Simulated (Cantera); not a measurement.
Adiabatic ignition

An adiabatic, constant-pressure homogeneous reactor starts with CH4 : CO : O2 : N2 = 1 : 1.5 : 6.11 : 46 (molar parts), equivalence ratio 0.45, at 1473 K and 480000 Pa.

Detailed kinetics in Cantera: GRI-Mech 3.0 (53 species, 325 reactions).

```
t (s)     T (K)    x CH4      x CO    x O2   x CH2CO    x C2H2
--------  -----  -------  --------  ------  --------  --------
7.00e-6    1473   0.0183    0.0275   0.112  7.46e-12    <1e-12
1.99e-5    1473   0.0183    0.0275   0.112  7.61e-11    <1e-12
5.68e-5    1473   0.0183    0.0275   0.112  9.01e-10  5.41e-12
0.000162   1474   0.0181    0.0274   0.112   2.22e-8   1.73e-9
0.000461   1585  0.00721    0.0322  0.0986  0.000213   3.70e-5
0.00131    2077   <1e-12  0.000217  0.0622    <1e-12    <1e-12
0.00374    2077   <1e-12  0.000209  0.0622    <1e-12    <1e-12
0.0107     2077   <1e-12  0.000209  0.0621    <1e-12    <1e-12
0.0304     2077   <1e-12  0.000208  0.0620    <1e-12    <1e-12
0.0865     2076   <1e-12  0.000207  0.0618    <1e-12    <1e-12
0.246      2073   <1e-12  0.000204  0.0612    <1e-12    <1e-12
0.702      2068   <1e-12  0.000198  0.0603    <1e-12    <1e-12
2.00       2066   <1e-12  0.000195  0.0597    <1e-12    <1e-12
```
x: mole fraction; the columns are a selection and need not sum to one.

The time of steepest temperature rise is 0.470 ms. The temperature at 2.00 s comes out as 2066 K and the equilibrium temperature comes out as 2066 K. The x(CH4) at 2.00 s comes out as <1e-12 (gas-phase equilibrium <1e-12) and the x(CO) at 2.00 s is 0.000195 (gas-phase equilibrium 0.000195). The x(O2) at 2.00 s is 0.0597 (gas-phase equilibrium 0.0597).
